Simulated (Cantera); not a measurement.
Input (Python, Cantera):

```python
import numpy as np
import cantera as ct

gas = ct.Solution("SiF4_NH3_mec.yaml", "gas")
gas.TPX = 2273, 9800, {'NH3': 1.5, 'H2': 0.12}
reactor = ct.IdealGasConstPressureReactor(gas, energy="off", clone=False)
net = ct.ReactorNet([reactor])
net.rtol, net.atol = 1e-08, 1e-18
show = ['NH3', 'H2', 'NH', 'N', 'N2H2', 'N2']
times = np.geomspace(0.0002, 20, 14)

steps = ct.SolutionArray(gas, extra=["t"])
rows = []
print(f"{'t/s':>10s}{'T/K':>9s}{'P/Pa':>11s}" + "".join(f"{s:>11s}" for s in show))
for t in times:
    while net.time < t:
        t_next = net.step()
        steps.append(gas.state, t=t_next)
    rows.append([np.interp(t, steps.t, y) for y in (steps.T, steps.P, *steps(*show).X.T)])
    print(f"{t:10.3e}{rows[-1][0]:9.1f}{rows[-1][1]:11.4g}" + "".join(f"{x:11.3e}" for x in rows[-1][2:]))
rate = np.gradient(steps.T, steps.t)
print("integrator steps:", len(steps.t))
if steps.T.max() > steps.T[0] + 200:
    print(f"time of steepest temperature rise: {steps.t[rate.argmax()]:.4e} s")
gas.TPX = 2273, 9800, {'NH3': 1.5, 'H2': 0.12}
gas.equilibrate("TP")
print(f"equilibrium (TP): T = {gas.T:.1f} K  " + "  ".join(f"{s} {gas[s].X[0]:.3e}" for s in show))
```

It prints:

```
       t/s      T/K       P/Pa        NH3         H2         NH          N       N2H2         N2
 2.000e-04   2273.0       9800  9.176e-01  7.781e-02  5.266e-05  1.296e-06  1.961e-05  6.262e-04
 4.849e-04   2273.0       9800  9.031e-01  8.809e-02  6.979e-05  2.023e-06  2.828e-05  4.111e-03
 1.176e-03   2273.0       9800  8.686e-01  1.138e-01  7.304e-05  2.487e-06  2.648e-05  1.315e-02
 2.850e-03   2273.0       9800  7.923e-01  1.704e-01  7.702e-05  3.300e-06  2.246e-05  3.310e-02
 6.910e-03   2273.0       9800  6.425e-01  2.815e-01  7.925e-05  4.401e-06  1.601e-05  7.222e-02
 1.675e-02   2273.0       9800  4.094e-01  4.543e-01  7.433e-05  5.464e-06  8.502e-06  1.330e-01
 4.062e-02   2273.0       9800  1.642e-01  6.360e-01  5.812e-05  6.233e-06  2.798e-06  1.971e-01
 9.848e-02   2273.0       9800  2.323e-02  7.393e-01  3.250e-05  7.074e-06  3.442e-07  2.338e-01
 2.388e-01   2273.0       9800  5.038e-05  7.432e-01  2.246e-06  2.771e-06  1.823e-10  2.381e-01
 5.789e-01   2273.0       9800  2.606e-06  7.392e-01  1.837e-07  2.849e-07  1.094e-12  2.376e-01
 1.403e+00   2273.0       9800  8.090e-07  7.392e-01  5.706e-08  8.853e-08  2.973e-13  2.376e-01
 3.403e+00   2273.0       9800  4.509e-07  7.392e-01  3.180e-08  4.934e-08  2.386e-13  2.376e-01
 8.249e+00   2273.0       9800  4.108e-07  7.392e-01  2.897e-08  4.495e-08  2.341e-13  2.376e-01
 2.000e+01   2273.0       9800  4.104e-07  7.392e-01  2.895e-08  4.491e-08  2.341e-13  2.376e-01
integrator steps: 1930
equilibrium (TP): T = 2273.0 K  NH3 4.104e-07  H2 7.392e-01  NH 2.895e-08  N 4.491e-08  N2H2 2.341e-13  N2 2.376e-01
```

Computed with Cantera and the gas-phase N/H chemistry of the illustrative SiF4/NH3 mechanism in the Surface Chemkin manual (1991). Walls and surfaces, which speed up NH3 decomposition in real reactors, are not modelled.
